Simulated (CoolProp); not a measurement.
Saturation properties of propylene.

The numbers come from the reference Helmholtz-energy equation of state, Lemmon 2013 in CoolProp.

```json
[
 {"T (°C)": "-63.85", "p (kPa)": "45.37", "vapour density (kg/m³)": "1.120", "vapour viscosity (µPa s)": "5.91"},
 {"T (°C)": "-59.95", "p (kPa)": "55.73", "vapour density (kg/m³)": "1.355", "vapour viscosity (µPa s)": "6.01"},
 {"T (°C)": "-56.05", "p (kPa)": "67.90", "vapour density (kg/m³)": "1.627", "vapour viscosity (µPa s)": "6.12"},
 {"T (°C)": "-52.25", "p (kPa)": "81.67", "vapour density (kg/m³)": "1.931", "vapour viscosity (µPa s)": "6.23"},
 {"T (°C)": "-48.35", "p (kPa)": "98.00", "vapour density (kg/m³)": "2.287", "vapour viscosity (µPa s)": "6.33"},
 {"T (°C)": "-44.55", "p (kPa)": "116.3", "vapour density (kg/m³)": "2.680", "vapour viscosity (µPa s)": "6.44"},
 {"T (°C)": "-40.65", "p (kPa)": "137.6", "vapour density (kg/m³)": "?", "vapour viscosity (µPa s)": "6.55"},
 {"T (°C)": "-36.75", "p (kPa)": "161.9", "vapour density (kg/m³)": "3.650", "vapour viscosity (µPa s)": "6.66"},
 {"T (°C)": "-32.95", "p (kPa)": "188.6", "vapour density (kg/m³)": "4.210", "vapour viscosity (µPa s)": "6.77"},
 {"T (°C)": "-29.05", "p (kPa)": "219.5", "vapour density (kg/m³)": "4.851", "vapour viscosity (µPa s)": "6.88"},
 {"T (°C)": "-25.15", "p (kPa)": "253.9", "vapour density (kg/m³)": "5.565", "vapour viscosity (µPa s)": "?"},
 {"T (°C)": "-21.35", "p (kPa)": "291.4", "vapour density (kg/m³)": "6.335", "vapour viscosity (µPa s)": "7.11"},
 {"T (°C)": "-17.45", "p (kPa)": "334.0", "vapour density (kg/m³)": "7.208", "vapour viscosity (µPa s)": "?"},
 {"T (°C)": "-13.55", "p (kPa)": "381.1", "vapour density (kg/m³)": "?", "vapour viscosity (µPa s)": "7.35"},
 {"T (°C)": "-9.75", "p (kPa)": "431.6", "vapour density (kg/m³)": "9.205", "vapour viscosity (µPa s)": "7.47"}
]
```

**Question.** Some entries are withheld; supply them.

**Answer.** 
- -40.65, vapour density (kg/m³): 3.136
- -25.15, vapour viscosity (µPa s): 6.99
- -17.45, vapour viscosity (µPa s): 7.23
- -13.55, vapour density (kg/m³): 8.173

It boils at -47.6 °C under 1 atm.

Viscosity comes from a separate model (Huber 2003), an estimate that may be off by 10 % or more.
